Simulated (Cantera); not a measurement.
Input: 1 mol CH₃F, 1.1 mol F₂, held at 1400 °C and 133 Pa.

Cantera equilibrium calculation (NASA polynomials, part measured and part estimated; ideal gas, pure solids and liquids). Candidate condensed phases: C, C₆H₆, C₇H₈, C₈H₁₈; 95 gas species. Gases not in the tables: C₂F₆ and larger saturated fluorocarbons. Rates play no part.

Base state: HF 0.982, CF₄ 0.0153, CF₂ 0.00146, F 0.00137, CF₃ 4.66e-5 (mole fractions); condensed: C(graphite).

### Question
What changes in the equilibrium state with this change: F₂ from 1.1 to 0.01 mol?

### Answer
| species | before | after |
|---|---|---|
| HF | 0.982 | 0.507 |
| H₂ | 3.52e-8 | 0.491 |
| H | 5.85e-7 | 0.00219 |
| CF₄ | 0.0153 | <1e-9 |
| CF₂ | 0.00146 | <1e-9 |
| CF₃ | 4.66e-5 | <1e-9 |
| C₂H₂ (acetylene) | <1e-9 | 2.80e-5 |
| F | 0.00137 | 1.90e-7 |
| C(graphite), mol | 0.949 | 1.000 |
